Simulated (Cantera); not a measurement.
Feed: 1 mol SiCl4, 400 mol H2, at 1.00 bar.

Equilibrium computed with Cantera from the NASA thermochemical tables; the gas is ideal and each condensed phase is pure. Candidate condensed phases: Si; 19 gas species. Gases not in the tables: Si2H6 and higher silanes. Rates play no part.

### Question
At 1823 K, list the 4 most abundant gas species with their mole fractions, and the condensed phases.

### Answer
H2 0.990, HCl 0.00940, H 0.000431, SiCl2 0.000267. Condensed: Si(l).
